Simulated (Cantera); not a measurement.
An isothermal, constant-pressure homogeneous reactor starts with N₂O : N₂ = 1 : 1.3 (molar parts), at 1423 K and 0.0263 atm. Integrator tolerance rtol = 1e-08.

Cantera simulation using GRI-Mech 3.0 (53 species, 325 reactions); the numbers are that mechanism's predictions, not measurements. GRI-Mech 3.0 was tuned for natural gas; its chemistry of N2O as a main component is partial and can be far from experiment. Radical loss at walls, strong at low pressure, is not modelled. The temperature is held fixed by assumption; the heat of reaction is taken as removed at once.

Task: What does this change do: pressure from 0.0263 atm to 0.00622 atm?

Result: 
```csv
quantity,before,after
x(N₂O) at 8.00 s,0.00474 (gas-phase equilibrium 8.15e-9),0.129 (gas-phase equilibrium 3.96e-9)
x(N₂) at 8.00 s,0.782 (gas-phase equilibrium 0.821),0.719 (gas-phase equilibrium 0.821)
x(O) at 8.00 s,2.01e-5 (gas-phase equilibrium 3.50e-6),3.28e-5 (gas-phase equilibrium 7.21e-6)
x(NO₂) at 8.00 s,2.40e-5 (gas-phase equilibrium 8.00e-7),5.52e-6 (gas-phase equilibrium 3.89e-7)
x(O₂) at 8.00 s,0.140 (gas-phase equilibrium 0.178),0.0995 (gas-phase equilibrium 0.178)
x(NO) at 8.00 s,0.0726 (gas-phase equilibrium 0.000777),0.0524 (gas-phase equilibrium 0.000777)
```

Task: What does this change do: 0.15 parts H2O added?

Result: 
| quantity | before | after |
|---|---|---|
| x(N₂O) at 8.00 s | 0.00474 (gas-phase equilibrium 8.15e-9) | 0.00160 (gas-phase equilibrium 7.54e-9) |
| x(N₂) at 8.00 s | 0.782 (gas-phase equilibrium 0.821) | 0.753 (gas-phase equilibrium 0.779) |
| x(O) at 8.00 s | 2.01e-5 (gas-phase equilibrium 3.50e-6) | 1.31e-5 (gas-phase equilibrium 3.41e-6) |
| x(NO₂) at 8.00 s | 2.40e-5 (gas-phase equilibrium 8.00e-7) | 2.16e-5 (gas-phase equilibrium 7.39e-7) |
| x(O₂) at 8.00 s | 0.140 (gas-phase equilibrium 0.178) | 0.143 (gas-phase equilibrium 0.169) |
| x(NO) at 8.00 s | 0.0726 (gas-phase equilibrium 0.000777) | 0.0508 (gas-phase equilibrium 0.000738) |
